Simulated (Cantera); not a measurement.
## Sublimation and decomposition of ceramics: SiO2 + C + N2

Feed: 1 mol SiO2, 0.35 mol C, a varied amount of N2, at 1823.15 K and 100 Torr.

Equilibrium computed with Cantera from the NASA thermochemical tables; the gas is ideal and each condensed phase is pure. Candidate condensed phases: C, Si, SiC, SiO2, Si2N2O, Si3N4; 34 gas species. Mutual solubility and eutectic melting of coexisting phases are not modelled. The tables hold silica as quartz up to 1696 K and as liquid above; real silica turns to tridymite and cristobalite and melts near 1996 K. Rates play no part.

| n(N2) (mol) | x N2 | x CO | x SiO | x CO2 | x Si | n SiC(s) | n SiO2(condensed) | n Si2N2O(s) |
|---|---|---|---|---|---|---|---|---|
| 0.027 | 0.0138 | 0.826 | 0.160 | 3.38e-5 | 5.08e-6 | 0.0766 | 0.826 | 0.0224 |
| 0.046 | 0.0138 | 0.826 | 0.160 | 3.38e-5 | 5.08e-6 | 0.0566 | 0.804 | 0.0411 |
| 0.078 | 0.0138 | 0.826 | 0.160 | 3.38e-5 | 5.08e-6 | 0.0230 | 0.768 | 0.0725 |
| 0.13 | 0.0640 | 0.840 | 0.0961 | 5.74e-5 | 1.83e-6 | 0 | 0.753 | 0.103 |
| 0.23 | 0.245 | 0.693 | 0.0614 | 7.41e-5 | 7.47e-7 | 0 | 0.756 | 0.106 |
| 0.39 | 0.426 | 0.523 | 0.0511 | 6.72e-5 | 5.17e-7 | 0 | 0.755 | 0.105 |
| 0.67 | 0.590 | 0.364 | 0.0458 | 5.21e-5 | 4.15e-7 | 0 | 0.752 | 0.102 |
| 1.1 | 0.709 | 0.247 | 0.0431 | 3.77e-5 | 3.67e-7 | 0 | 0.746 | 0.0964 |
| 2 | 0.811 | 0.148 | 0.0412 | 2.36e-5 | 3.36e-7 | 0 | 0.734 | 0.0842 |
| 3.4 | 0.869 | 0.0911 | 0.0403 | 1.49e-5 | 3.21e-7 | 0 | 0.715 | 0.0651 |
x: gas mole fraction; n: condensed amount in mol.

From 0.027 mol N2 to 0.078 mol N2 the condensed part is SiC(s) + SiO2(condensed) + Si2N2O(s). From 0.13 mol N2 to 3.4 mol N2 the condensed part is SiO2(condensed) + Si2N2O(s). The main Si-bearing gas is SiO throughout. The share of Si in condensed phases is highest at 0.23 mol N2 (96.9 %) and lowest at 3.4 mol N2 (84.5 %).
